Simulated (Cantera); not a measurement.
Input: 1 mol PbO, 0.55 mol CO, 0.36 mol H₂, at 0.533 Torr.

Equilibrium computed with Cantera from the NASA thermochemical tables; the gas is ideal and each condensed phase is pure. Candidate condensed phases: C, C₆H₆, C₇H₈, C₈H₁₈, H₂O, Pb, PbO, PbO₂, Pb₃O₄; 113 gas species. The numbers say what is thermodynamically allowed, not how fast it happens. All values below are at 2225 K.

Base state: Pb 0.433, CO 0.126, CO₂ 0.124, H₂O 0.111, O₂ 0.0695, H 0.0353, O 0.0313, OH 0.0270 (mole fractions); condensed: gas only.

What changes in the equilibrium state with this change: PbO replaced by Fe₂O₃?


```json
[
 {"species": "Fe", "before": "0", "after": "0.277"},
 {"species": "O₂", "before": "0.0695", "after": "0.182"},
 {"species": "CO₂", "before": "0.124", "after": "0.142"},
 {"species": "Pb", "before": "0.433", "after": "0"},
 {"species": "FeO", "before": "0", "after": "0.0764"},
 {"species": "PbO", "before": "0.0218", "after": "0"},
 {"species": "H₂", "before": "0.0211", "after": "0.0127"},
 {"species": "O", "before": "0.0313", "after": "0.0506"},
 {"species": "CO", "before": "0.126", "after": "0.0896"},
 {"species": "H", "before": "0.0353", "after": "0.0274"},
 {"species": "OH", "before": "0.0270", "after": "0.0339"},
 {"species": "H₂O", "before": "0.111", "after": "0.108"},
 {"species": "Fe(OH)₂", "before": "0", "after": "0.000105"},
 {"species": "FeO(l), mol", "before": "0", "after": "1.16"}
]
```
The tables' stoichiometric FeO is somewhat more stable than real wüstite, so its field is too wide. FeO: taken at fixed stoichiometry. Further candidate phases: Fe, Fe(CO)₅, FeO, Fe(OH)₂, Fe(OH)₃, Fe₂O₃, Fe₃O₄.
